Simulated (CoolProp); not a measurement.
Vapour-liquid equilibrium of ethylene (1) + 1-butene (2) at 0.898 bar; x and y are mole fractions of (1).

Model: multi-fluid Helmholtz-energy mixture model, Smukala 2000 and Lemmon 2005; pair parameters Bell 2016, in CoolProp.

| x | bubble temperature, mixture model (K) | bubble temperature, Raoult's law (K) | y, mixture model | y, Raoult's law |
|---|---|---|---|---|
| 0.05 | 233.9 | 232.1 | 0.752 | 0.782 |
| 0.125 | 210.6 | 210.3 | (withheld) | 0.946 |
| 0.2 | (withheld) | 199.1 | 0.977 | 0.978 |
| 0.275 | 191.5 | 192.0 | (withheld) | 0.989 |
| 0.35 | 186.3 | 186.8 | 0.993 | 0.994 |
| 0.425 | 182.4 | 182.9 | 0.996 | 0.996 |
| 0.5 | 179.3 | 179.7 | 0.997 | 0.997 |
| 0.575 | (withheld) | 177.1 | 0.998 | 0.998 |
| 0.65 | 174.6 | 174.8 | 0.999 | 0.999 |
| 0.725 | (withheld) | 172.9 | 0.999 | 0.999 |
| 0.8 | 171.1 | 171.1 | 0.999 | 1.000 |
| 0.875 | 169.6 | 169.6 | 1.000 | 1.000 |
| 0.95 | 168.2 | 168.2 | 1.000 | 1.000 |

**Question.** Fill in the missing entries.

**Answer.** 
- 0.125, y, mixture model: 0.942
- 0.2, bubble temperature, mixture model (K): 198.8
- 0.275, y, mixture model: 0.988
- 0.575, bubble temperature, mixture model (K): 176.7
- 0.725, bubble temperature, mixture model (K): 172.7

The largest gap from Raoult's law is +1.8 K in bubble temperature, at x = 0.05. No azeotrope shows between x = 0.05 and 0.95.

Pair parameters are fitted to limited data, so mixtures are less certain than the pure fluids. The gap from Raoult's law changes sign with composition, which may be real or a fault of the pair parameters; it wasn't checked against measurements.
